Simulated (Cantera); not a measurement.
A closed system holds: 1 mol SiCl4, 0.8 mol Cl2, 1.7 mol H2, at 323 Torr.

Equilibrium computed with Cantera from the NASA thermochemical tables; the gas is ideal and each condensed phase is pure. Candidate condensed phases: Si; 19 gas species. The numbers say what is thermodynamically allowed, not how fast it happens.

Task: At 875 K, list the 4 most abundant gas species with their mole fractions, and the condensed phases.

Result: HCl 0.457, SiCl4 0.285, H2 0.257, SiHCl3 0.000351. Condensed: gas only.
